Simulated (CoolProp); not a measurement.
The fluid at 293.15 K and 2.55 MPa (stagnation) flows isentropically through a choked orifice. The same conditions are run with several fluids, on thermodynamics alone (safety and materials aside).

The numbers come from the reference Helmholtz-energy equation of state of each fluid (methane: Setzmann 1991; CF4 (R14): Platzer 1990; carbon dioxide: Span 1996; ethylene: Smukala 2000; oxygen: Schmidt 1985) in CoolProp. The equations of Platzer and Polt are older, rougher fits.

Rank methane, CF4 (R14), carbon dioxide, ethylene, oxygen by throat to inlet pressure ratio, highest first.

CF4 (R14) (0.575), ethylene (0.558), carbon dioxide (0.548), methane (0.542), oxygen (0.526)

```tsv
fluid	mass flux (kg/(m² s))	throat temperature (K)
methane	4500	251.7
CF4 (R14)	10300	268.0
carbon dioxide	7800	252.7
ethylene	6190	256.2
oxygen	6410	243.5
```
